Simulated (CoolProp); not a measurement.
Properties of nitrogen along the isotherm 4.75 °C (Tc = -147.0 °C, pc = 3.396 MPa, ω = 0.037).

Computed with CoolProp (reference Helmholtz-energy equation of state, Span 2000).

```tsv
p (MPa)	phase	density (kg/m³)	cp (kJ/(kg K))	Joule-Thomson coefficient (K/MPa)	viscosity (µPa s)	Prandtl number
0.107	gas	1.298	1.041	2.495	16.9	0.721
0.162	gas	1.965	1.043	2.491	16.9	0.721
0.244	gas	2.961	1.044	2.484	16.9	0.722
0.369	gas	4.480	1.047	2.473	16.9	0.723
0.556	gas	6.755	1.050	2.458	16.9	0.725
0.839	gas	10.20	1.056	2.434	17.0	0.727
1.27	gas	15.47	1.064	2.397	17.0	0.730
1.91	gas	23.31	1.077	2.342	17.1	0.735
2.88	gas	35.24	1.096	2.256	17.3	0.741
4.35	supercritical	53.39	1.125	2.124	17.6	0.750
6.56	supercritical	80.67	1.169	1.921	18.2	0.764
9.89	supercritical	121.3	1.230	1.616	19.2	0.785
14.9	supercritical	179.5	1.306	1.186	21.0	0.815
22.5	supercritical	257.6	1.377	0.6603	24.0	0.841
34	supercritical	350.1	1.414	0.1537	29.0	0.850
```

Viscosity comes from a separate model (Lemmon 2004). Thermal conductivity comes from a separate model (Lemmon 2004).
